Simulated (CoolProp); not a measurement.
Toluene at 293.15 K and 0.166 MPa is throttled through a valve to 0.114 MPa with no heat exchange. Each further row changes one setting.

The numbers come from the reference Helmholtz-energy equation of state, Lemmon 2006 in CoolProp. It is a short technical equation, of lower accuracy than the large ones.

```
case                        temperature change (K)
--------------------------  ----------------------
as stated                                     +0.0
outlet pressure 0.0342 MPa                    +0.1
outlet pressure 0.148 MPa                     +0.0
```
